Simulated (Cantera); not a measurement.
A freely propagating, adiabatic, planar premixed flame of CO : H₂ : O₂ : N₂ = 1 : 0.84 : 0.836 : 3.76 (molar parts), unburnt at 700 K and 500000 Pa; mixture-averaged transport, grid criteria slope 0.08 and curve 0.16, no radiation.

Detailed kinetics in Cantera: GRI-Mech 3.0 (53 species, 325 reactions). The hydrogen kinetics of GRI-Mech 3.0 are dated; newer H2 mechanisms differ, most at raised pressure. Burning velocities carry a grid error of a few per cent, more on coarse grids.

Question: Predict: laminar burning velocity; thermal thickness; peak x(H₂O₂).

Answer: 
- laminar burning velocity: 380 cm/s
- thermal thickness: 0.0889 mm
- peak x(H₂O₂): 6.17e-5
